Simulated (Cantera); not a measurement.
## Stirred combustor or abatement burner

A perfectly stirred reactor is fed with CH₄ : H₂ : O₂ : N₂ : H₂O = 1 : 0.057 : 2.09 : 10.2 : 1.9 (molar parts), equivalence ratio 0.97, at 975 Torr; it is adiabatic with a 475 K inlet, and is followed from long to short residence time, starting on the burning branch (τ in s: 0.057, 0.023, 0.0093, 0.0037, 0.0015, 0.00061, 0.00025, 9.9e-05, 4e-05, 1.6e-05).

Model: GRI-Mech 3.0 (53 species, 325 reactions), integrated in Cantera.

```tsv
τ (s)	T (K)	x CH₄	x H₂	x O₂	x H₂O₂	x C₂H₄
0.057	1870	1.35e-5	0.00221	0.00595	1.03e-7	8.21e-9
0.023	1854	2.41e-5	0.00317	0.00688	1.49e-7	2.02e-8
0.0093	1831	4.39e-5	0.00442	0.00815	2.14e-7	4.71e-8
0.0037	1801	8.38e-5	0.00602	0.00990	3.09e-7	1.13e-7
0.0015	1761	0.000168	0.00785	0.0122	4.40e-7	2.92e-7
0.00061	1708	0.000380	0.00975	0.0156	6.21e-7	9.71e-7
0.00025	475	0.0656	0.00374	0.137	<1e-12	<1e-12
9.9e-5	475	0.0656	0.00374	0.137	<1e-12	<1e-12
4.0e-5	475	0.0656	0.00374	0.137	<1e-12	<1e-12
1.6e-5	475	0.0656	0.00374	0.137	<1e-12	<1e-12
```
x: mole fraction; the columns are a selection and need not sum to one.
